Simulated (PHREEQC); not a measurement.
1 kg of water holding 0.1 mol NaOH, 0.01 mol NaCl, 0.24 mol Na2CO3 and 0.034 mol Na2SO4 is evaporated at 25 °C; the solids stay in contact with the brine. No CO2 enters from the air. Only these solids could form: Burkeite, Halite, Mirabilite, Nahcolite, Natron, Thenardite, Trona.

Model: Pitzer model, pitzer.dat, run in PHREEQC.

```tsv
water left (kg)	ionic strength	water activity	Natron (mol)	Burkeite (mol)	Cl in solution (mol/kgw)	S in solution (mol/kgw)
1	0.932	0.985	0	0	0.0100	0.0340
0.8219	1.13	0.982	0	0	0.0122	0.0414
0.6755	1.38	0.979	0	0	0.0148	0.0503
0.5552	1.68	0.975	0	0	0.0180	0.0612
0.4563	___	0.969	0	0	0.0219	___
0.375	2.48	0.963	0	0	0.0267	0.0907
0.3082	3.02	0.955	0	0	0.0324	0.110
0.2082	4.48	___	0	0	0.0480	0.163
0.1711	5.45	0.918	0	0	0.0584	0.199
0.1407	6.63	0.898	0	0	0.0711	0.242
0.1156	8.06	___	0	0	0.0865	0.294
0.09035	9.45	0.841	0.0259	0	0.111	___
0.06032	10.5	0.802	___	0	0.166	0.564
0.04088	12.0	0.742	0.129	___	0.245	0.552
0.03306	14.4	0.665	0.109	0.0142	0.303	0.172
```

Question: What belongs in the gaps?

Answer: 
- 0.4563, ionic strength: 2.04
- 0.4563, S in solution (mol/kgw): 0.0745
- 0.2082, water activity: 0.934
- 0.1156, water activity: 0.872
- 0.09035, S in solution (mol/kgw): 0.376
- 0.06032, Natron (mol): 0.0986
- 0.04088, Burkeite (mol): 0.00571
